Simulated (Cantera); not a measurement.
## Gas activation for diamond growth

An isothermal, constant-pressure homogeneous reactor starts with 1.37 % CH₄, 98.0 % H₂, 0.617 % CO₂, at 2123 K and 90.0 Torr.

Cantera simulation using GRI-Mech 3.0 (53 species, 325 reactions); the numbers are that mechanism's predictions, not measurements. GRI-Mech 3.0 stops at C3 and has no aromatics, soot or wall deposition, so with more carbon than oxygen in the feed, carbon stays in small species such as C2H2 where larger ones or solid carbon would form.

```json
[
 {"t (s)": "4.00e-5", "x CH₄": "0.0136", "x H₂": "0.980", "x CO₂": "0.00616", "x C₂H": "<1e-12", "x HO₂": "<1e-12", "x C₂H₂": "3.42e-9", "x H₂O": "8.46e-6"},
 {"t (s)": "0.000120", "x CH₄": "0.0135", "x H₂": "0.979", "x CO₂": "0.00609", "x C₂H": "7.31e-12", "x HO₂": "<1e-12", "x C₂H₂": "2.94e-7", "x H₂O": "7.72e-5"},
 {"t (s)": "0.000359", "x CH₄": "0.0130", "x H₂": "0.977", "x CO₂": "0.00551", "x C₂H": "1.54e-9", "x HO₂": "<1e-12", "x C₂H₂": "2.12e-5", "x H₂O": "0.000653"},
 {"t (s)": "0.00108", "x CH₄": "0.0111", "x H₂": "0.971", "x CO₂": "0.00250", "x C₂H": "9.52e-8", "x HO₂": "<1e-12", "x C₂H₂": "0.000543", "x H₂O": "0.00363"},
 {"t (s)": "0.00323", "x CH₄": "0.00635", "x H₂": "0.969", "x CO₂": "5.12e-5", "x C₂H": "7.28e-7", "x HO₂": "<1e-12", "x C₂H₂": "0.00299", "x H₂O": "0.00594"},
 {"t (s)": "0.00967", "x CH₄": "0.00233", "x H₂": "0.970", "x CO₂": "7.52e-6", "x C₂H": "1.39e-6", "x HO₂": "<1e-12", "x C₂H₂": "0.00519", "x H₂O": "0.00572"},
 {"t (s)": "0.0290", "x CH₄": "0.000808", "x H₂": "0.971", "x CO₂": "7.35e-6", "x C₂H": "1.64e-6", "x HO₂": "<1e-12", "x C₂H₂": "0.00581", "x H₂O": "0.00517"},
 {"t (s)": "0.0868", "x CH₄": "0.000465", "x H₂": "0.972", "x CO₂": "6.61e-6", "x C₂H": "1.56e-6", "x HO₂": "<1e-12", "x C₂H₂": "0.00541", "x H₂O": "0.00398"},
 {"t (s)": "0.260", "x CH₄": "0.000309", "x H₂": "0.973", "x CO₂": "4.19e-6", "x C₂H": "1.31e-6", "x HO₂": "<1e-12", "x C₂H₂": "0.00452", "x H₂O": "0.00204"},
 {"t (s)": "0.780", "x CH₄": "0.000143", "x H₂": "0.974", "x CO₂": "9.76e-7", "x C₂H": "1.11e-6", "x HO₂": "<1e-12", "x C₂H₂": "0.00380", "x H₂O": "0.000409"},
 {"t (s)": "2.34", "x CH₄": "5.66e-5", "x H₂": "0.974", "x CO₂": "1.58e-8", "x C₂H": "1.07e-6", "x HO₂": "<1e-12", "x C₂H₂": "0.00365", "x H₂O": "6.42e-6"},
 {"t (s)": "7.00", "x CH₄": "5.32e-5", "x H₂": "0.974", "x CO₂": "1.68e-10", "x C₂H": "1.07e-6", "x HO₂": "<1e-12", "x C₂H₂": "0.00365", "x H₂O": "6.81e-8"}
]
```
x: mole fraction; the columns are a selection and need not sum to one.

Equilibrium at this temperature and pressure: CH₄ 5.32e-5, H₂ 0.974, CO₂ 1.69e-10, C₂H 1.07e-6, HO₂ <1e-12, C₂H₂ 0.00365, H₂O 6.85e-8 (gas phase only).
